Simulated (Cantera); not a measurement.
Feed: 1 mol SiH₂Cl₂, 0.4 mol HCl, 30 mol H₂, equilibrated at 600 °C.

These are equilibrium values from Cantera (NASA tables, ideal gas, pure condensed phases), not measurements of a reactor. Candidate condensed phases: Si; 19 gas species. The tables' values for SiCl₃ are old estimates; treat these amounts as uncertain. Kinetics and transport are ignored.

Task: At 2.00 bar, list the 6 most abundant gas species with their mole fractions, and the condensed phases.

Result: H₂ 0.976, SiHCl₃ 0.0118, SiCl₄ 0.00898, HCl 0.00160, SiH₂Cl₂ 0.00140, SiH₃Cl 4.04e-5. Condensed: Si(s).
